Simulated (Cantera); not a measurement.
A perfectly stirred reactor is fed with 6.94 % H₂, 69.4 % O₂, 23.6 % N₂, equivalence ratio 0.050, at 20.0 Torr; it is held at 900 K, and followed from long to short residence time.

Cantera simulation using the H2/O2 subset of GRI-Mech 3.0, which has no nitrogen chemistry; the numbers are that mechanism's predictions, not measurements. Radical loss at walls, strong at low pressure, is not modelled. Below about 950 K walls govern HO2 and H2O2 in real vessels. The temperature is held fixed by assumption; the heat of reaction is taken as removed at once.

**Question.** Predict: x(H₂) at τ = 11.0 s; x(O₂) at τ = 11.0 s; x(H₂O₂) at τ = 11.0 s; x(O) at τ = 11.0 s; x(H) at τ = 11.0 s; x(H₂) at τ = 46.0 ms; x(O₂) at τ = 46.0 ms; x(H₂O₂) at τ = 46.0 ms; x(O) at τ = 46.0 ms; x(H) at τ = 46.0 ms.

**Answer.** 
- x(H₂) at τ = 11.0 s = 0.000334
- x(O₂) at τ = 11.0 s = 0.683
- x(H₂O₂) at τ = 11.0 s = 1.49e-7
- x(O) at τ = 11.0 s = 7.17e-5
- x(H) at τ = 11.0 s = 4.13e-6
- x(H₂) at τ = 46.0 ms = 0.00640
- x(O₂) at τ = 46.0 ms = 0.683
- x(H₂O₂) at τ = 46.0 ms = 4.86e-7
- x(O) at τ = 46.0 ms = 0.00152
- x(H) at τ = 46.0 ms = 0.000895
